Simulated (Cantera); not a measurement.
SiF4 + NH3 (silicon nitride deposition)

A closed system holds: 1 mol SiF4, 0.51 mol NH3, held at 1448.15 K and 31000 Pa.

Cantera equilibrium calculation (NASA polynomials, part measured and part estimated; ideal gas, pure solids and liquids). Candidate condensed phases: Si, Si3N4; 37 gas species. The tables' values for SiF3, SiF2 are old estimates; treat these amounts as uncertain. Equilibrium is a limit: real reactors are often held back by kinetics, nucleation or transport.

```json
{
 "x(SiF4)": "0.481",
 "x(H2)": "0.369",
 "x(N2)": "0.126",
 "x(HF)": "0.0120",
 "x(SiF3)": "0.00690",
 "x(SiHF3)": "0.00493",
 "x(SiF2)": "6.19e-5",
 "x(SiH2F2)": "2.33e-5",
 "x(H)": "1.01e-5",
 "gas_amount": "2.027 mol",
 "log10 activity of Si(s) (absent)": "-3.36"
}
```
